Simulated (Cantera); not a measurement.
## Ignition delay

Mixture: 8.05 % CH4, 20.9 % O2, 71.0 % N2, at 1.38 atm, adiabatic and at constant pressure. Ignition delay is the time to a rise of 400 K.

Model: GRI-Mech 3.0 (53 species, 325 reactions), integrated in Cantera.

```tsv
T0 (K)	delay (ms)
1073	184
1148	57.7
1223	19.8
1298	7.34
1373	2.95
1448	1.28
```

The apparent activation energy between 1298 and 1448 K comes out as 180 kJ/mol.
